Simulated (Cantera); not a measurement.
Input (Python, Cantera) and output of one run.

```python
import numpy as np
import cantera as ct

gas_names = [...]  # 151 gases of nasa_gas.yaml made of C, H, N, O, Si
cond_names = """
    C(gr) C6H6(L) C7H8(L) C8H18(L),n-octa H2O(s) H2O(L) Si(cr) Si(L) SiC(b) SiO2(Lqz) SiO2(hqz) SiO2(L)
    Si2N2O(s) Si3N4(a)
""".split()


# ... load() reads the species with a 1 bar reference pressure and builds the phases ...
atoms = {
    'HMDSO': {'Si': 2, 'C': 6, 'H': 18, 'O': 1},
    'N2O': {'N': 2, 'O': 1},
    'H2': {'H': 2},
}
top_T = {'C(gr)': 4500, 'SiC(b)': 3050, 'Si2N2O(s)': 2100, 'Si3N4(a)': 2400}  # K; cautious upper limits of use, not melting points


# ... equilibrate(T, P, feed) seeds the gas with the atoms and calls Mixture.equilibrate('TP', solver="vcs", rtol=1e-11, max_steps=5000) ...
results = []
feed = {'HMDSO': 1, 'N2O': 0.97, 'H2': 0.37}  # mol
T = 1100  # K
P = 44  # Pa
mix = equilibrate(T, P, feed)
results.append((T, P, feed, dict(zip(mix.species_names, mix.species_moles))))
x = sorted(zip(gas.X, gas.species_names), reverse=True)
print(f"T = {T:g} K  P = {P:g} Pa  gas = {mix.phase_moles(0):.4g} mol")
print("   x: " + "  ".join(f"{s} {v:.3e}" for v, s in x if v > 0.0001))
print("   condensed (mol): " + ("  ".join(f"{mix.phase(i).name} {mix.phase_moles(i):.4g}"
      for i in range(1, mix.n_phases) if mix.phase_moles(i) > 1e-12) or "none"))
```

Output:

```
T = 1100 K  P = 44 Pa  gas = 10.16 mol
   x: H2 9.219e-01  CO 7.385e-02  N2 4.242e-03
   condensed (mol): C(gr) 5.249  SiO2(hqz) 0.1462  Si2N2O(s) 0.9269
```

Cantera equilibrium calculation (NASA polynomials, part measured and part estimated; ideal gas, pure solids and liquids). The feed counts by its element totals alone. Mutual solubility and eutectic melting of coexisting phases are not modelled.
